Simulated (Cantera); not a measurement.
Standard-state values (1 bar) from the NASA 1993 polynomials, evaluated with Cantera. Values are per mole of reaction as written; species without (g) are pure solids or liquids, kept so even where they would boil at 1 bar.

### Question
Between 300 and 2400 K, where is each reaction favourable under standard conditions?
- 4 Nb2O5 + N2(g) = 8 NbO2 + 2 NO2(g)

### Answer
- 4 Nb2O5 + N2(g) = 8 NbO2 + 2 NO2(g): ΔG° is 1254 kJ at 300 K and 916 kJ at 2400 K; it stays positive (K < 1). ΔH° is 1571 kJ and ΔS° 273 J/K at 2400 K.
